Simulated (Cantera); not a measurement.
A closed system holds: 1 mol CH₃SiCl₃, 0.039 mol CH₄, 97 mol H₂, held at 2077 °C.

Method: chemical equilibrium by Gibbs-energy minimisation in Cantera with the NASA 1993 tables (ideal gas, pure condensed phases). Candidate condensed phases: C, C₆H₆, C₇H₈, C₈H₁₈, Si, SiC; 109 gas species. The feed counts by its element totals alone. The tables' values for SiCl are old estimates; treat these amounts as uncertain. Gases not in the tables: Si₂H₆ and higher silanes. Rates play no part.

x: gas mole fraction; n: condensed amount in mol.

```json
[
 {"P (Pa)": "100", "x H₂": "0.647", "x H": "0.317", "x HCl": "0.0184", "x Si": "0.00713", "n SiC(s)": "0"},
 {"P (Pa)": "400", "x H₂": "[?]", "x H": "[?]", "x HCl": "[?]", "x Si": "0.00756", "n SiC(s)": "0"},
 {"P (Pa)": "1600", "x H₂": "0.867", "x H": "0.0918", "x HCl": "0.0259", "x Si": "0.00726", "n SiC(s)": "0"},
 {"P (Pa)": "6300", "x H₂": "0.914", "x H": "[?]", "x HCl": "0.0272", "x Si": "[?]", "n SiC(s)": "[?]"},
 {"P (Pa)": "25000", "x H₂": "0.943", "x H": "0.0242", "x HCl": "0.0280", "x Si": "0.00171", "n SiC(s)": "0.678"},
 {"P (Pa)": "100000", "x H₂": "0.956", "x H": "0.0122", "x HCl": "0.0283", "x Si": "0.000553", "n SiC(s)": "0.825"}
]
```

Task: Fill in the missing entries.

Result: 
- 6300, x H: 0.0475
- 6300, x Si: 0.00480
- 6300, n SiC(s): 0.251
- 400, x H₂: 0.786
- 400, x H: 0.175
- 400, x HCl: 0.0232
